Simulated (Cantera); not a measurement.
Feed: 1 mol CH3F, 6.3 mol H2, at 25.5 Torr.

Cantera equilibrium calculation (NASA polynomials, part measured and part estimated; ideal gas, pure solids and liquids). Candidate condensed phases: C, C6H6, C7H8, C8H18; 95 gas species. The numbers say what is thermodynamically allowed, not how fast it happens.

x: gas mole fraction; n: condensed amount in mol.

```csv
T (K),x H2,x H,x HF,x C2H2 (acetylene),x C3,n C(graphite)
2550,0.733,0.145,0.112,0.00975,3.13e-5,0.819
2625,0.687,0.191,0.109,0.0123,9.29e-5,0.762
2700,0.633,0.245,0.105,0.0149,0.000259,[?]
2775,0.571,0.307,0.102,0.0175,0.000681,[?]
2850,0.504,0.374,0.0972,0.0198,0.00170,[?]
2925,0.432,0.444,0.0923,0.0215,0.00404,[?]
3000,0.359,0.513,0.0869,0.0218,0.00885,0
3075,0.296,0.584,0.0818,0.0153,0.0110,0
3150,0.238,0.648,0.0769,0.00999,0.0125,0
```

Fill in the missing entries.


- 2700, n C(graphite): 0.691
- 2775, n C(graphite): 0.600
- 2850, n C(graphite): 0.477
- 2925, n C(graphite): 0.291
